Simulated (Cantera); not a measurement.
A perfectly stirred reactor is fed with C3H8 : O2 : N2 = 1 : 7.04 : 26.5 (molar parts), at 3.90 bar; it is adiabatic with a 350 K inlet, and is followed from long to short residence time, starting on the burning branch (τ in s: 0.1, 0.049, 0.023, 0.011, 0.0054, 0.0026, 0.0012, 0.00058, 0.00028, 0.00013, 6.4e-05).

Model: GRI-Mech 3.0 (53 species, 325 reactions), integrated in Cantera. GRI-Mech 3.0 was tuned for natural gas; its chemistry of propane as a main component is partial and can be far from experiment.

Q: What does this change do: N2 26.5 to 19 parts?

A: 
```
quantity                                                                          before                                   after
------------------------------------------------  --------------------------------------  --------------------------------------
blow-out, bracketed by the residence times tried  burning at 64.0 µs, the shortest tried  burning at 64.0 µs, the shortest tried
x(C3H8) at τ = 0.100 s                                                           2.55e-7                                 6.16e-8
x(O2) at τ = 0.100 s                                                              0.0572                                  0.0705
x(OH) at τ = 0.100 s                                                             0.00100                                 0.00389
x(CH2CO) at τ = 0.100 s                                                          4.77e-7                                 8.49e-8
x(C2H2) at τ = 0.100 s                                                           1.40e-6                                 2.43e-7
x(C3H8) at τ = 2.60 ms                                                           4.93e-6                                 1.91e-6
x(O2) at τ = 2.60 ms                                                              0.0581                                  0.0729
x(OH) at τ = 2.60 ms                                                             0.00232                                 0.00511
x(CH2CO) at τ = 2.60 ms                                                          8.79e-6                                 2.89e-6
x(C2H2) at τ = 2.60 ms                                                           7.78e-6                                 4.69e-6
```
